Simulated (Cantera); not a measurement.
# Thermodynamics of silicon epitaxy and polysilicon growth, feed Si3H8 + HCl + N2

A closed system holds: 1 mol Si3H8, 3.1 mol HCl, 45 mol N2, equilibrated at 900 K and 1.70 mbar.

These are equilibrium values from Cantera (NASA tables, ideal gas, pure condensed phases), not measurements of a reactor. Candidate condensed phases: NH4Cl, Si, Si3N4; 28 gas species. The feed counts by its element totals alone. N2 is the only nitrogen source here; it is nearly inert below about 1500 K, so the nitride shown seldom forms there in practice. The numbers say what is thermodynamically allowed, not how fast it happens.

```yaml
x(N2): 0.858
x(H2): 0.0801
x(HCl): 0.0613
x(SiCl4): 0.000137
n(Si3N4(s)): 0.998 mol
gas_amount: 50.10 mol
log10 activity of Si(s) (absent): -6.75
```
